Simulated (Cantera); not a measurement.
A Cantera script and what it prints.

```python
import numpy as np
import cantera as ct

gas_names = [...]  # 123 gases of nasa_gas.yaml made of C, H, O, Si
cond_names = """
    C(gr) C6H6(L) C7H8(L) C8H18(L),n-octa H2O(s) H2O(L) Si(cr) Si(L) SiC(b) SiO2(Lqz) SiO2(hqz) SiO2(L)
""".split()


# ... load() reads the species with a 1 bar reference pressure and builds the phases ...
atoms = {
    'HMDSO': {'Si': 2, 'C': 6, 'H': 18, 'O': 1},
    'O2': {'O': 2},
    'H2': {'H': 2},
}
top_T = {'C(gr)': 4500, 'SiC(b)': 3050}  # K; cautious upper limits of use, not melting points


# ... equilibrate(T, P, feed) seeds the gas with the atoms and calls Mixture.equilibrate('TP', solver="vcs", rtol=1e-11, max_steps=5000) ...
results = []
feed = {'HMDSO': 1, 'O2': 5.3, 'H2': 1.5}  # mol
T = 1773.15  # K
P = 133.322  # Pa
mix = equilibrate(T, P, feed)
results.append((T, P, feed, dict(zip(mix.species_names, mix.species_moles))))
x = sorted(zip(gas.X, gas.species_names), reverse=True)
print(f"T = {T:g} K  P = {P:g} Pa  gas = {mix.phase_moles(0):.4g} mol")
print("   x: " + "  ".join(f"{s} {v:.3e}" for v, s in x if v > 0.001))
print("   condensed (mol): " + ("  ".join(f"{mix.phase(i).name} {mix.phase_moles(i):.4g}"
      for i in range(1, mix.n_phases) if mix.phase_moles(i) > 1e-12) or "none"))
```

Output:

```
T = 1773.15 K  P = 133.322 Pa  gas = 16.65 mol
   x: H2 5.407e-01  CO 3.454e-01  H2O 8.707e-02  CO2 1.498e-02  SiO 6.001e-03  H 5.737e-03
   condensed (mol): SiO2(L) 1.9
```

These are equilibrium values from Cantera (NASA tables, ideal gas, pure condensed phases), not measurements of a reactor. The feed counts by its element totals alone. The tables hold silica as quartz up to 1696 K and as liquid above; real silica turns to tridymite and cristobalite and melts near 1996 K.
